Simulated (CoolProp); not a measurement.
Vapour-liquid equilibrium of methanol (1) + hexamethyldisiloxane (MM) (2) at 330 K; x and y are mole fractions of (1).

Values from CoolProp's multi-fluid Helmholtz-energy mixture model, de Reuck 1993 and Thol 2016; pair parameters Bell 2016.

Task: Give the bubble pressure and the first vapour's composition at x = 0.35, 0.45, 0.95. Is there an azeotrope?

Result: x = 0.35: 66.22 kPa, y = 0.734; x = 0.45: 70.65 kPa, y = 0.766; x = 0.95: 75.58 kPa, y = 0.939. y crosses x between x = 0.85 and 0.95: the model has an azeotrope there.

Pair parameters are fitted to limited data, so mixtures are less certain than the pure fluids. With so large a gap from Raoult's law the liquid may split in two, which this calculation doesn't test in full.
